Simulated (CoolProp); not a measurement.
Vapour-liquid equilibrium of R143a (1) + R1234yf (2) at -59.25 °C; x and y are mole fractions of (1).

Values from CoolProp's multi-fluid Helmholtz-energy mixture model, Lemmon and Jacobsen 2000 and Lemmon 2022; pair parameters Bell 2016.

```tsv
x	bubble pressure (bar)	y at the bubble point	dew pressure at overall composition x (bar)	liquid density (mol/L)
0.05	0.2404	0.128	0.2276	11.88
0.2	0.2969	0.399	0.2533	12.20
0.35	0.3489	0.578	0.2849	12.54
0.5	0.3979	0.709	0.3244	12.90
0.65	0.4450	0.813	0.3745	13.28
0.8	0.4913	0.900	0.4386	13.68
0.95	0.5372	0.976	0.5206	14.11
```

No azeotrope shows between x = 0.05 and 0.95.

The pair parameters rest on a limited set of measurements; away from them the model extrapolates.
